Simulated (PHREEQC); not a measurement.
## Ultrapure water in contact with air or piping: speciation

Model water analysis in mg/L, 6.3 °C, pH 6.09, pe 10.5:

```csv
constituent,mg/L
Na,0.0122
K,0.00333
Ca,0.0358
Mg,0.0118
Cl,0.0467
S(6) as SO4,0.036
Alkalinity as HCO3,0.0749
Sr,2.99e-05
Pb,0.00152
O(0) (dissolved oxygen),0.00252
```

Valence states are taken as typed.

Equilibrium calculation in PHREEQC: ion-association model, phreeqc.dat.

Each row changes one thing in this solution. No solid was allowed to form.

```json
[
 {"case": "as made", "ionic strength (mol/kgw)": "5.92e-6", "CO2 (mol/kgw)": "5.25e-6", "HCO3- (mol/kgw)": "2.04e-6", "PbOH+ (mol/kgw)": "1.70e-10", "CO3-2 (mol/kgw)": "7.36e-11", "CaSO4 (mol/kgw)": "5.01e-11", "SI of Pb(OH)2 (Pb(OH)2)": "-4.81", "SI of Cerussite (PbCO3)": "-4.92"},
 {"case": "Cl from 0.0467 to 0.0233 mg/L", "ionic strength (mol/kgw)": "5.59e-6", "CO2 (mol/kgw)": "5.25e-6", "HCO3- (mol/kgw)": "2.04e-6", "PbOH+ (mol/kgw)": "1.70e-10", "CO3-2 (mol/kgw)": "7.36e-11", "CaSO4 (mol/kgw)": "5.02e-11", "SI of Pb(OH)2 (Pb(OH)2)": "-4.81", "SI of Cerussite (PbCO3)": "-4.92"},
 {"case": "all concentrations times 3 at the same typed pH", "ionic strength (mol/kgw)": "?", "CO2 (mol/kgw)": "?", "HCO3- (mol/kgw)": "4.50e-6", "PbOH+ (mol/kgw)": "5.05e-10", "CO3-2 (mol/kgw)": "1.63e-10", "CaSO4 (mol/kgw)": "4.43e-10", "SI of Pb(OH)2 (Pb(OH)2)": "-4.33", "SI of Cerussite (PbCO3)": "-4.11"},
 {"case": "Alkalinity from 0.0749 to 0.15 mg/L", "ionic strength (mol/kgw)": "6.53e-6", "CO2 (mol/kgw)": "8.41e-6", "HCO3- (mol/kgw)": "3.27e-6", "PbOH+ (mol/kgw)": "1.70e-10", "CO3-2 (mol/kgw)": "1.18e-10", "CaSO4 (mol/kgw)": "5.01e-11", "SI of Pb(OH)2 (Pb(OH)2)": "-4.81", "SI of Cerussite (PbCO3)": "-4.72"},
 {"case": "pH from 6.09 to 5.79 at the same alkalinity", "ionic strength (mol/kgw)": "6.73e-6", "CO2 (mol/kgw)": "1.46e-5", "HCO3- (mol/kgw)": "2.85e-6", "PbOH+ (mol/kgw)": "8.61e-11", "CO3-2 (mol/kgw)": "5.16e-11", "CaSO4 (mol/kgw)": "5.00e-11", "SI of Pb(OH)2 (Pb(OH)2)": "-5.40", "SI of Cerussite (PbCO3)": "-5.07"}
]
```

Question: Fill in the missing entries.

Answer: 
- all concentrations times 3 at the same typed pH, ionic strength (mol/kgw): 1.61e-5
- all concentrations times 3 at the same typed pH, CO2 (mol/kgw): 1.16e-5

At this temperature some constants are extrapolated from 25 °C, and those without enthalpy data are left unchanged.
